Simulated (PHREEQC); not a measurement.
## Metal-bearing waste water: speciation

Consider water at 57 °C with 0.017 mol ZnSO4, 0.017 mol MgSO4 and 0.00032 mol NaCl per kg of water. It is in equilibrium with CO2 at log p = -3.4 (atm). Otherwise closed; pH follows from the charge balance.

Computed with PHREEQC (ion-association model, wateq4f.dat).

This is a speciation only: nothing precipitates in the calculation.

Estimate the pH, ionic strength.

pH 5.36; ionic strength 0.0659 mol/kgw.

In which forms is S present?

SO4-2 46 %, MgSO4 29 %, ZnSO4 21 %, Zn(SO4)2-2 4.4 % of the S.

Complexes and solids missing from the database can't appear. Away from 25 °C the constants follow the database's enthalpies or fits; those with neither stay at their 25 °C values.
